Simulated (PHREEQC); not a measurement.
Make-up at 25 °C: 0.006 mol/kgw CaCl2, 0.042 mol/kgw Na2HPO4 and 2.7e-06 mol/kgw H4SiO4. Closed to the air; pH follows from the charge balance.

All values are PHREEQC results (ion-association model, wateq4f.dat), not measurements.

This is a speciation only: nothing precipitates in the calculation.

Problem. Order these Ca species by the share of Ca that they hold, largest first: CaHPO4, Ca+2, CaPO4-, CaH2PO4+.

Solution. CaHPO4 (52 %), CaPO4- (26 %), Ca+2 (22 %), CaH2PO4+ (0.32 %)

The pH is 8.21 and the ionic strength 0.120 mol/kgw. The solution is supersaturated, for example in Hydroxyapatite, so a real one may precipitate; this is no full list. H3PO4, which wateq4f.dat lacks, is added to it with the constant of phreeqc.dat.
